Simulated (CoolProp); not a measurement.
Model: reference Helmholtz-energy equation of state, McLinden 2020, in CoolProp.

For R1336mzz(Z), give the phase and the Z, cp (kJ/(kg K)), Joule-Thomson coefficient (K/MPa), isothermal compressibility (1/MPa) at 226.85 °C and 4470 kPa; 226.85 °C and 8930 kPa.


- 226.85 °C and 4470 kPa: supercritical; Z 0.574, cp 1.65, Joule-Thomson coefficient 9.08, isothermal compressibility 0.402
- 226.85 °C and 8930 kPa: supercritical; Z 0.483, cp 1.64, Joule-Thomson coefficient 1.96, isothermal compressibility 0.0606
